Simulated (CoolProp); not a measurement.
Vapour-liquid equilibrium of dimethyl ether (1) + isobutane (2) at 0.399 MPa; x and y are mole fractions of (1).

Values from CoolProp's multi-fluid Helmholtz-energy mixture model, Wu 2011 and Bücker 2006; pair parameters Bell 2016.

```csv
x,"bubble temperature, mixture model (°C)","bubble temperature, Raoult's law (°C)","y, mixture model","y, Raoult's law"
0.05,26.9,28.3,0.108,0.081
0.2,21.3,25.0,0.342,0.296
0.35,17.6,22.1,0.499,0.476
0.5,15.2,19.4,0.618,0.628
0.65,13.5,17.0,0.722,0.758
0.8,12.5,14.8,0.827,0.871
0.95,12.1,12.7,0.951,0.970
```

The largest gap from Raoult's law is -4.5 K in bubble temperature, at x = 0.35. No azeotrope shows between x = 0.05 and 0.95.

The pair parameters rest on a limited set of measurements; away from them the model extrapolates.
